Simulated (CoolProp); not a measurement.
The numbers come from the reference Helmholtz-energy equation of state, Akasaka 2020 in CoolProp.

Q: For R1123, give the phase and the Z, cp (kJ/(kg K)), cv (kJ/(kg K)), expansivity (1/kK) at 379.7 K and 10000 kPa.

A: 
- 379.7 K and 10000 kPa: supercritical; Z 0.481, cp 2.17, cv 0.984, expansivity 14.5
